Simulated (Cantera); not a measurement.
A closed system holds: 1 mol Si, 4.9 mol N2O, a varied amount of H2, equilibrated at 1100 K and 0.133 bar.

Method: chemical equilibrium by Gibbs-energy minimisation in Cantera with the NASA 1993 tables (ideal gas, pure condensed phases). Candidate condensed phases: H2O, Si, SiO2, Si2N2O, Si3N4; 35 gas species. Equilibrium is a limit: real reactors are often held back by kinetics, nucleation or transport.

At 8.3 mol H2, list the 3 most abundant gas species with their mole fractions, and the condensed phases.

H2 0.409, N2 0.371, H2O 0.220. Condensed: SiO2(β-quartz).
